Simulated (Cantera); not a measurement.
# Hydrogen reduction and annealing atmospheres: V2O3 + H2 + N2

A closed system holds: 1 mol V2O3, 19 mol H2, 0.62 mol N2, held at 0.0650 bar.

Method: chemical equilibrium by Gibbs-energy minimisation in Cantera with the NASA 1993 tables (ideal gas, pure condensed phases). Candidate condensed phases: H2O, V, VN, VO, V2O3, V2O4, V2O5; 28 gas species. Mutual solubility and eutectic melting of coexisting phases are not modelled. VN, VO: taken at fixed stoichiometry. Condensed phases not in the tables: the oxides between V2O3 and V2O5 other than VO2, solid solutions among these carbides, nitrides and lower oxides, V2N. Equilibrium is a limit: real reactors are often held back by kinetics, nucleation or transport.

| T (°C) | x H2 | x H2O | x N2 | x H | x VO2 | x VO | x OH | x V | n VN(s) | n V2O3(s) | n VO(s) | n VO(l) |
|---|---|---|---|---|---|---|---|---|---|---|---|---|
| 850 | 0.968 | 0.00108 | 0.0313 | 1.64e-7 | <1e-12 | <1e-12 | <1e-12 | <1e-12 | 0.0141 | 0.993 | 0 | 0 |
| 1000 | 0.968 | 0.00121 | 0.0312 | 2.75e-6 | 3.71e-12 | <1e-12 | 3.95e-11 | <1e-12 | 0.0158 | 0.992 | 0 | 0 |
| 1150 | 0.966 | 0.00225 | 0.0316 | 2.56e-5 | 6.00e-10 | 8.10e-11 | 1.29e-9 | <1e-12 | 0 | 0.956 | 0.0881 | 0 |
| 1300 | 0.963 | 0.00518 | 0.0316 | 0.000157 | 4.22e-8 | 5.89e-9 | 3.04e-8 | 4.03e-11 | 0 | 0.898 | 0.203 | 0 |
| 1450 | 0.957 | 0.0103 | 0.0316 | 0.000700 | 1.37e-6 | 1.97e-7 | 4.12e-7 | 1.78e-9 | 0 | 0.798 | 0.403 | 0 |
| 1600 | 0.948 | 0.0182 | 0.0316 | 0.00246 | 2.49e-5 | 3.63e-6 | 3.67e-6 | 4.17e-8 | 0 | 0.643 | 0.714 | 0 |
| 1750 | 0.932 | 0.0293 | 0.0315 | 0.00719 | 0.000287 | 4.25e-5 | 2.35e-5 | 5.98e-7 | 0 | 0.418 | 1.16 | 0 |
| 1900 | 0.900 | 0.0481 | 0.0312 | 0.0180 | 0.00219 | 0.000295 | 0.000128 | 4.47e-6 | 0 | 0 | 0 | 1.95 |
x: gas mole fraction; n: condensed amount in mol.

From 850 °C to 1000 °C the condensed part is VN(s) + V2O3(s). From 1150 °C to 1750 °C the condensed part is VO(s) + V2O3(s). At 1900 °C the condensed part is VO(l).
